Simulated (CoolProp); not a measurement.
Model: reference Helmholtz-energy equation of state, Lemmon 2006, in CoolProp. It is a short technical equation, of lower accuracy than the large ones.

Q: For R142b, give the phase and the Joule-Thomson coefficient (K/MPa) at 11.75 °C and 0.175 bar; 33.05 °C and 1.04 bar; 9.05 °C and 0.816 bar.

A: 
- 11.75 °C and 0.175 bar: gas; Joule-Thomson coefficient 30.3
- 33.05 °C and 1.04 bar: gas; Joule-Thomson coefficient 24.3
- 9.05 °C and 0.816 bar: gas; Joule-Thomson coefficient 33.1
